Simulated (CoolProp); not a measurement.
The fluid at 298.15 K and 0.948 MPa expands adiabatically to 0.0894 MPa with isentropic efficiency 0.85. The same conditions are run with several fluids, on thermodynamics alone (safety and materials aside).

Model: reference Helmholtz-energy equation of state of each fluid (hydrogen chloride: Thol 2018; CF4 (R14): Platzer 1990; R410A: Lemmon 2003; methane: Setzmann 1991; dry air: Lemmon 2000), in CoolProp. The equations of Platzer and Polt are older, rougher fits. Blends and air are pseudo-pure fits.

Problem. Rank hydrogen chloride, CF4 (R14), R410A, methane, dry air by work (kJ/kg), highest first.

Solution. methane (232), dry air (124), hydrogen chloride (96.6), R410A (52.1), CF4 (R14) (46.4)

```json
[
 {"fluid": "hydrogen chloride", "final temperature (K)": "186.0", "final phase": "two-phase, vapour fraction 0.965", "final density (kg/m³)": "2.24"},
 {"fluid": "CF4 (R14)", "final temperature (K)": "219.8", "final phase": "gas", "final density (kg/m³)": "4.34"},
 {"fluid": "R410A", "final temperature (K)": "219.4", "final phase": "two-phase, vapour fraction 0.978", "final density (kg/m³)": "3.79"},
 {"fluid": "methane", "final temperature (K)": "185.9", "final phase": "gas", "final density (kg/m³)": "0.935"},
 {"fluid": "dry air", "final temperature (K)": "172.9", "final phase": "gas", "final density (kg/m³)": "1.81"}
]
```
